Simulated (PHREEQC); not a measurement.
Dissolve 0.015 mol H2SO4 and 0.00079 mol CuCl2 per kg of water at 35 °C. Closed to the air; pH follows from the charge balance.

All values are PHREEQC results (ion-association model, phreeqc.dat), not measurements.

Task: The ionic strength comes out as 0.0292 mol/kgw. What activity coefficients do Cu+2, Cl-, H+, SO4-2, CuCl+ get?

Result: Cu+2 0.54, Cl- 0.85, H+ 0.87, SO4-2 0.53, CuCl+ 0.85.

No solid was allowed to form.
